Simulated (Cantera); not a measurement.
Source: NASA polynomial tables (part measured, part estimated), evaluated in Cantera. Values are per mole of reaction as written; species without (g) are pure solids or liquids, kept so even where they would boil at 1 bar.

MgCl2(g) = 2 Cl(g) + Mg

```tsv
T (K)	ΔH° (kJ)	ΔS° (J/K)	ΔG° (kJ)	log10 K	condensed phases
773	[?]	[?]	[?]	[?]	Mg(s)
873	[?]	[?]	[?]	[?]	Mg(s)
973	[?]	[?]	[?]	[?]	Mg(l)
1073	[?]	[?]	[?]	[?]	Mg(l)
1173	655.9	113.6	522.7	-23.28	Mg(l)
1273	657.6	114.9	511.3	-20.98	Mg(l)
1373	659.2	116.1	499.7	-19.01	Mg(l)
```

Q: Some entries are withheld; supply them.

A: 
- 773, ΔH° (kJ): 641.1
- 773, ΔS° (J/K): 97.8
- 773, ΔG° (kJ): 565.5
- 773, log10 K: -38.21
- 873, ΔH° (kJ): 642.6
- 873, ΔS° (J/K): 99.6
- 873, ΔG° (kJ): 555.6
- 873, log10 K: -33.24
- 973, ΔH° (kJ): 652.6
- 973, ΔS° (J/K): 110.4
- 973, ΔG° (kJ): 545.1
- 973, log10 K: -29.26
- 1073, ΔH° (kJ): 654.3
- 1073, ΔS° (J/K): 112.1
- 1073, ΔG° (kJ): 534.0
- 1073, log10 K: -26.00
